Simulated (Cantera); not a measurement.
Thermodynamics of hydrogen reduction and annealing atmospheres, feed Cr2O3 + H2

Input: 1 mol Cr2O3, 14 mol H2, held at 1348.15 K and 12.0 Pa.

Equilibrium computed with Cantera from the NASA thermochemical tables; the gas is ideal and each condensed phase is pure. Candidate condensed phases: Cr, Cr2O3, H2O; 13 gas species. Mutual solubility and eutectic melting of coexisting phases are not modelled. Rates play no part.

The x(H2) is 0.999 and the x(H2O) comes out as 0.000405. The x(H) is 0.000212. The x(Cr) comes out as 0.000143, the n(Cr(s)) is 0.00178 mol and the n(Cr2O3(s)) is 0.998 mol. The gas amount comes out as 14.00 mol.
